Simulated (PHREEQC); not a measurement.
A column of 0.2 m (40 cells, dispersivity 0.01 m, 300 s a shift, diffusion coefficient 3e-10 m²/s) holds 0.059 eq of the database's cation exchanger X per kg of pore water, first in equilibrium with 1.1 mmol/kgw KCl and 0.01 mmol/kgw HCl. It is flushed with 36 mmol/kgw Na2SO4, 1.2 mmol/kgw MgSO4 and 0.01 mmol/kgw HCl, at 40 °C. Values are for the last cell. The system is closed to CO2. No solid was allowed to form.

The series has 33 steps of pore volumes, from 0 to 4.013.

The numbers come from PHREEQC with the ion-association model, phreeqc.dat.

Problem. After how many pore volumes does Na at the outlet first reach half of its feed value?

Solution. By 1.4 pore volumes.

Problem. After how many pore volumes does S at the outlet first reach half of its feed value?

Solution. By 1.0 pore volumes.

At this temperature some constants are extrapolated from 25 °C, and those without enthalpy data are left unchanged.
